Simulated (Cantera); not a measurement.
A freely propagating, adiabatic, planar premixed flame of 8.98 % CH₄, 19.1 % O₂, 71.9 % N₂, equivalence ratio 0.94, unburnt at 675 K and 0.850 bar; mixture-averaged transport, grid criteria slope 0.08 and curve 0.16, no radiation.

Cantera simulation using GRI-Mech 3.0 (53 species, 325 reactions); the numbers are that mechanism's predictions, not measurements. Burning velocities carry a grid error of a few per cent, more on coarse grids.

x: mole fraction of selected species; z is measured from the peak of heat release.

```json
[
 {"z (mm)": "-1.08", "T (K)": "675", "u (m/s)": "1.69", "x CH₄": "0.0898", "x O₂": "0.191", "x NO": "<1e-8", "x O": "<1e-8", "x OH": "<1e-8", "x HCO": "<1e-8"},
 {"z (mm)": "-0.722", "T (K)": "676", "u (m/s)": "1.70", "x CH₄": "0.0895", "x O₂": "0.191", "x NO": "<1e-8", "x O": "<1e-8", "x OH": "<1e-8", "x HCO": "<1e-8"},
 {"z (mm)": "-0.541", "T (K)": "681", "u (m/s)": "1.72", "x CH₄": "0.0889", "x O₂": "0.190", "x NO": "1.10e-8", "x O": "1.60e-8", "x OH": "5.21e-8", "x HCO": "<1e-8"},
 {"z (mm)": "-0.361", "T (K)": "719", "u (m/s)": "1.82", "x CH₄": "0.0858", "x O₂": "0.187", "x NO": "1.02e-7", "x O": "4.43e-7", "x OH": "2.13e-6", "x HCO": "<1e-8"},
 {"z (mm)": "-0.180", "T (K)": "1032", "u (m/s)": "2.65", "x CH₄": "0.0641", "x O₂": "0.161", "x NO": "1.29e-6", "x O": "2.56e-5", "x OH": "6.76e-5", "x HCO": "1.19e-6"},
 {"z (mm)": "-0.0902", "T (K)": "1415", "u (m/s)": "3.67", "x CH₄": "0.0360", "x O₂": "0.123", "x NO": "3.51e-6", "x O": "0.000203", "x OH": "0.000551", "x HCO": "2.24e-5"},
 {"z (mm)": "0", "T (K)": "[?]", "u (m/s)": "4.69", "x CH₄": "[?]", "x O₂": "[?]", "x NO": "[?]", "x O": "[?]", "x OH": "[?]", "x HCO": "[?]"},
 {"z (mm)": "0.0902", "T (K)": "1946", "u (m/s)": "5.11", "x CH₄": "0.000798", "x O₂": "0.0473", "x NO": "1.38e-5", "x O": "0.00401", "x OH": "0.00783", "x HCO": "2.94e-5"},
 {"z (mm)": "0.180", "T (K)": "1988", "u (m/s)": "5.20", "x CH₄": "3.72e-5", "x O₂": "0.0368", "x NO": "1.79e-5", "x O": "0.00574", "x OH": "0.0103", "x HCO": "2.16e-6"},
 {"z (mm)": "0.361", "T (K)": "2033", "u (m/s)": "5.29", "x CH₄": "1.03e-7", "x O₂": "0.0311", "x NO": "2.26e-5", "x O": "0.00608", "x OH": "0.0114", "x HCO": "5.80e-8"},
 {"z (mm)": "0.722", "T (K)": "2092", "u (m/s)": "5.42", "x CH₄": "<1e-8", "x O₂": "[?]", "x NO": "[?]", "x O": "[?]", "x OH": "0.0115", "x HCO": "[?]"},
 {"z (mm)": "1.44", "T (K)": "2167", "u (m/s)": "5.58", "x CH₄": "<1e-8", "x O₂": "0.0254", "x NO": "4.40e-5", "x O": "0.00408", "x OH": "0.0109", "x HCO": "1.99e-8"},
 {"z (mm)": "2.89", "T (K)": "2246", "u (m/s)": "5.75", "x CH₄": "<1e-8", "x O₂": "0.0227", "x NO": "7.18e-5", "x O": "0.00280", "x OH": "0.00986", "x HCO": "<1e-8"}
]
```

Question: Fill in the missing entries.

Answer: 
- 0, T (K): 1788
- 0, x CH₄: 0.00914
- 0, x O₂: 0.0757
- 0, x NO: 7.93e-6
- 0, x O: 0.00128
- 0, x OH: 0.00315
- 0, x HCO: 7.95e-5
- 0.722, x O₂: 0.0280
- 0.722, x NO: 3.00e-5
- 0.722, x O: 0.00533
- 0.722, x HCO: 3.38e-8
